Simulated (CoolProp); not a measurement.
Oxygen at several states: density (kg/m³) from the reference equation and from simpler models built on Tc = 154.6 K, pc = 5046 kPa, ω = 0.022; each cubic takes its own stable root.

Values from CoolProp's reference Helmholtz-energy equation of state, Schmidt 1985. Above 300 K oxygen's equation is extrapolated.

```
T (K)  p (kPa)          phase  reference  ideal gas  Redlich-Kwong  Peng-Robinson
-----  -------  -------------  ---------  ---------  -------------  -------------
701.6     21.2            gas     0.1163     0.1163         0.1163         0.1163
543.4    12100  supercritical      83.12      85.70          83.98          83.83
584.8    18500  supercritical      115.6      121.7          117.3          117.0
839.8     91.3            gas     0.4183     0.4184         0.4183         0.4183
948       7120  supercritical      28.37      28.90          28.51          28.47
```
